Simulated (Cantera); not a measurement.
A closed system holds: 1 mol Mg(OH)2, 0.34 mol H2O, 0.31 mol O2, at 450 °C and 0.520 bar.

Cantera equilibrium calculation (NASA polynomials, part measured and part estimated; ideal gas, pure solids and liquids). Candidate condensed phases: H2O, Mg, MgO, Mg(OH)2; 15 gas species. Equilibrium is a limit: real reactors are often held back by kinetics, nucleation or transport.

Base state: H2O 0.812, O2 0.188 (mole fractions); condensed: MgO(s).

Task: What changes in the equilibrium state with this change: Mg(OH)2 replaced by Ca(OH)2?

Result: 
| species | before | after |
|---|---|---|
| H2O | 0.812 | 0.523 |
| O2 | 0.188 | 0.477 |
| MgO(s), mol | 1.00 | 0 |
| Ca(OH)2(s), mol | 0 | 1.00 |
Further candidate phases: Ca, CaO, Ca(OH)2.
